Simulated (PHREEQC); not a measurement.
Consider water at 25 °C with 0.01 mol/kgw Al2(SO4)3, 4.5e-05 mol/kgw CuCl2 and 0.013 mol/kgw HCl. Closed to the air; pH follows from the charge balance.

The numbers come from PHREEQC with the ion-association model, phreeqc.dat.

Task: The ionic strength comes out as 0.0570 mol/kgw. What activity coefficients do Cu+2, AlSO4+, Cl-, AlHSO4+2, HSO4- get?

Result: Cu+2 0.47, AlSO4+ 0.81, Cl- 0.81, AlHSO4+2 0.44, HSO4- 0.81.

Precipitation was switched off in this run.
